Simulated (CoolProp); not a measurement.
Vapour pressure (kPa) of propylene: the reference equation beside estimates from Tc = 364.2 K, pc = 4555 kPa, ω = 0.146.

Values from CoolProp's reference Helmholtz-energy equation of state, Lemmon 2013.

```json
[
 {"T (K)": "187.7", "reference": "12.12", "van der Waals": "154.9", "Soave-Redlich-Kwong": "___", "Peng-Robinson": "___"},
 {"T (K)": "207.4", "reference": "40.91", "van der Waals": "290.7", "Soave-Redlich-Kwong": "40.32", "Peng-Robinson": "41.68"},
 {"T (K)": "227.2", "reference": "___", "van der Waals": "493.6", "Soave-Redlich-Kwong": "108.3", "Peng-Robinson": "___"},
 {"T (K)": "246.9", "reference": "243.8", "van der Waals": "___", "Soave-Redlich-Kwong": "___", "Peng-Robinson": "243.7"},
 {"T (K)": "266.6", "reference": "477.9", "van der Waals": "1143", "Soave-Redlich-Kwong": "479.5", "Peng-Robinson": "476.7"},
 {"T (K)": "286.4", "reference": "851.0", "van der Waals": "1612", "Soave-Redlich-Kwong": "858.3", "Peng-Robinson": "849.7"},
 {"T (K)": "306.1", "reference": "1400", "van der Waals": "2185", "Soave-Redlich-Kwong": "1418", "Peng-Robinson": "1402"},
 {"T (K)": "325.8", "reference": "2172", "van der Waals": "2871", "Soave-Redlich-Kwong": "2203", "Peng-Robinson": "2181"},
 {"T (K)": "345.5", "reference": "3222", "van der Waals": "3676", "Soave-Redlich-Kwong": "3259", "Peng-Robinson": "3240"}
]
```

Problem. Some entries are withheld; supply them.

Solution. 
- 187.7, Soave-Redlich-Kwong: 11.90
- 187.7, Peng-Robinson: 12.65
- 227.2, reference: 109.2
- 227.2, Peng-Robinson: 109.9
- 246.9, van der Waals: 773.7
- 246.9, Soave-Redlich-Kwong: 243.2

Absolute difference from the reference over all 9 rows, mean and median: van der Waals 298.8 and 139.2 %, Soave-Redlich-Kwong 1.0 and 1.1 %, Peng-Robinson 0.9 and 0.4 %.
